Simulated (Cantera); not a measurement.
A closed system holds: 1 mol MgO, 9.7 mol CO, held at 188 Torr.

Method: chemical equilibrium by Gibbs-energy minimisation in Cantera with the NASA 1993 tables (ideal gas, pure condensed phases). Candidate condensed phases: C, Mg, MgCO3, MgO; 15 gas species. Kinetics and transport are ignored. All values below are at 1902 °C.

Base state: CO 0.979, Mg 0.0107, CO2 0.0106 (mole fractions); condensed: MgO(s).

Question: What changes in the equilibrium state with this change: MgO replaced by Cu2O?

Answer: 
| species | before | after |
|---|---|---|
| CO | 0.979 | 0.828 |
| CO2 | 0.0106 | 0.0951 |
| Cu | 0 | 0.0765 |
| Mg | 0.0107 | 0 |
| Cu2 | 0 | 0.000544 |
| MgO(s), mol | 0.896 | 0 |
| Cu(l), mol | 0 | 1.18 |
Further candidate phases: Cu, CuO, Cu2O.

Question: What changes in the equilibrium state with this change: pressure from 188 Torr to 7050 Torr?

Answer: 
```tsv
species	before	after
CO	0.979	0.996
CO2	0.0106	0.00175
Mg	0.0107	0.00175
MgO(s), mol	0.896	0.983
```
